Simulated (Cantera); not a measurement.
A closed system holds: 1 mol TiO2, 20 mol HCl, 12 mol O2, held at 1323.15 K and 0.133 bar.

Equilibrium computed with Cantera from the NASA thermochemical tables; the gas is ideal and each condensed phase is pure. Candidate condensed phases: H2O, Ti, TiCl2, TiCl3, TiCl4, TiO, TiO2, Ti2O3, Ti3O5, Ti4O7; 23 gas species. Rates play no part.

**Question.** What is the equilibrium state?

**Answer.** x(HCl): 0.518
x(O2): 0.354
x(H2O): 0.0613
x(Cl2): 0.0564
x(Cl): 0.00988
x(ClO): 6.80e-5
x(HOCl): 2.99e-5
x(OH): 2.02e-5
n(TiO2(rutile)): 1.000 mol
gas amount: 31.20 mol
log10 activity of Ti4O7(s) (absent): -8.65
log10 activity of Ti3O5(s) (absent): -8.82
log10 activity of TiCl4(l) (absent): -8.98
